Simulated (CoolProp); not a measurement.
Isobutene along the isotherm 155.85 °C: density (kg/m³) from the reference equation and from simpler models built on Tc = 144.9 °C, pc = 4.016 MPa, ω = 0.193; each cubic takes its own stable root.

The numbers come from the reference Helmholtz-energy equation of state, Lemmon 2005 in CoolProp. It is a short technical equation, of lower accuracy than the large ones.

```json
[
 {"p (MPa)": "0.183", "phase": "gas", "reference": "2.921", "van der Waals": "2.916", "Soave-Redlich-Kwong": "2.921"},
 {"p (MPa)": "0.365", "phase": "gas", "reference": "5.916", "van der Waals": "5.894", "Soave-Redlich-Kwong": "5.913"},
 {"p (MPa)": "0.548", "phase": "gas", "reference": "9.025", "van der Waals": "8.973", "Soave-Redlich-Kwong": "9.016"},
 {"p (MPa)": "0.73", "phase": "gas", "reference": "12.22", "van der Waals": "12.12", "Soave-Redlich-Kwong": "12.20"},
 {"p (MPa)": "0.913", "phase": "gas", "reference": "15.55", "van der Waals": "15.39", "Soave-Redlich-Kwong": "15.52"},
 {"p (MPa)": "1.1", "phase": "gas", "reference": "19.08", "van der Waals": "18.84", "Soave-Redlich-Kwong": "19.03"},
 {"p (MPa)": "1.28", "phase": "gas", "reference": "22.62", "van der Waals": "22.28", "Soave-Redlich-Kwong": "22.54"},
 {"p (MPa)": "1.46", "phase": "gas", "reference": "26.30", "van der Waals": "25.85", "Soave-Redlich-Kwong": "26.19"},
 {"p (MPa)": "1.64", "phase": "gas", "reference": "30.15", "van der Waals": "29.55", "Soave-Redlich-Kwong": "29.99"},
 {"p (MPa)": "1.83", "phase": "gas", "reference": "34.40", "van der Waals": "33.63", "Soave-Redlich-Kwong": "34.19"},
 {"p (MPa)": "2.01", "phase": "gas", "reference": "38.65", "van der Waals": "37.67", "Soave-Redlich-Kwong": "38.36"}
]
```
